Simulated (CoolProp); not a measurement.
Saturation properties of acetone.

The numbers come from the reference Helmholtz-energy equation of state, Lemmon 2006 in CoolProp. It is a short technical equation, of lower accuracy than the large ones.

```
T (K)  p (MPa)  liquid cp (kJ/(kg K))  vapour Z  surface tension (mN/m)
-----  -------  ---------------------  --------  ----------------------
387.8   0.5341                  2.456    0.8577                    11.9
394.2   0.6195                  2.488    0.8440                    11.2
400.6   0.7150                  2.522    0.8295                    10.4
407     0.8212                  2.559    0.8140                    9.73
413.4   0.9390                  2.599    0.7977                    9.02
419.8    1.069                  2.642    0.7803                    8.31
426.2    1.212                  2.689    0.7618                    7.62
432.6    1.370                  2.741    0.7422                    6.93
439      1.542                  2.800    0.7214                    6.26
445.4    1.730                  2.867    0.6992                    5.59
451.8    1.935                  2.945    0.6756                    4.93
458.3    2.162                  3.039    0.6499                    4.28
464.7    2.405                  3.153    0.6227                    3.65
471.1    2.669                  3.300    0.5933                    3.03
477.5    2.955                  3.498    0.5613                    2.43
```

It boils at 329.2 K under 1 atm.

Surface tension comes from a separate correlation (Mulero 2012).
